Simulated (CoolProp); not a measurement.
Vapour-liquid equilibrium of methanol (1) + ethanol (2) at 0.626 MPa; x and y are mole fractions of (1).

The numbers come from the multi-fluid Helmholtz-energy mixture model, de Reuck 1993 and Schroeder 2014; pair parameters Bell 2016 in CoolProp.

| x | bubble temperature (K) | y at the bubble point | dew temperature at overall composition x (K) | liquid density (mol/L) |
|---|---|---|---|---|
| 0.05 | 405.4 | 0.069 | 405.7 | 14.88 |
| 0.125 | 404.3 | 0.166 | 404.8 | 15.28 |
| 0.2 | 403.2 | 0.257 | 403.9 | 15.70 |
| 0.275 | 402.1 | 0.343 | 403.0 | 16.13 |
| 0.35 | 401.1 | 0.425 | 402.0 | 16.58 |
| 0.425 | 400.1 | 0.504 | 401.1 | 17.05 |
| 0.5 | 399.1 | 0.580 | 400.2 | 17.54 |
| 0.575 | 398.1 | 0.652 | 399.2 | 18.05 |
| 0.65 | 397.1 | 0.722 | 398.1 | 18.59 |
| 0.725 | 396.1 | 0.788 | 397.1 | 19.16 |
| 0.8 | 395.1 | 0.851 | 395.9 | 19.75 |
| 0.875 | 394.0 | 0.911 | 394.7 | 20.37 |
| 0.95 | 393.0 | 0.966 | 393.3 | 21.03 |

No azeotrope shows between x = 0.05 and 0.95.

Pair parameters are fitted to limited data, so mixtures are less certain than the pure fluids.
